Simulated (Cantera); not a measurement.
A freely propagating, adiabatic, planar premixed flame of H₂ : O₂ : N₂ = 1 : 0.208 : 0.854 (molar parts), unburnt at 625 K and 6.10 bar; mixture-averaged transport, grid criteria slope 0.08 and curve 0.16, no radiation.

Computed with Cantera and the H2/O2 subset of GRI-Mech 3.0, which has no nitrogen chemistry. The hydrogen kinetics of GRI-Mech 3.0 are dated; newer H2 mechanisms differ, most at raised pressure. Burning velocities carry a grid error of a few per cent, more on coarse grids.

**Question.** What does this change do: O2 0.208 to 0.16 parts?

**Answer.** 
```json
[
 {"quantity": "laminar burning velocity", "before": "841 cm/s", "after": "532 cm/s"},
 {"quantity": "thermal thickness", "before": "0.0478 mm", "after": "0.0566 mm"},
 {"quantity": "peak x(O)", "before": "0.00150", "after": "0.000514"},
 {"quantity": "peak x(OH)", "before": "0.00245", "after": "0.000722"},
 {"quantity": "peak x(H)", "before": "0.0452", "after": "0.0248"}
]
```

**Question.** What does this change do: H2 1 to 0.8 parts?

**Answer.** 
| quantity | before | after |
|---|---|---|
| laminar burning velocity | 841 cm/s | 912 cm/s |
| thermal thickness | 0.0478 mm | 0.0454 mm |
| peak x(O) | 0.00150 | 0.00255 |
| peak x(OH) | 0.00245 | 0.00493 |
| peak x(H) | 0.0452 | 0.0517 |

**Question.** What does this change do: N2 0.854 to 0.67 parts?

**Answer.** 
| quantity | before | after |
|---|---|---|
| laminar burning velocity | 841 cm/s | 1030 cm/s |
| thermal thickness | 0.0478 mm | 0.0461 mm |
| peak x(O) | 0.00150 | 0.00195 |
| peak x(OH) | 0.00245 | 0.00347 |
| peak x(H) | 0.0452 | 0.0566 |
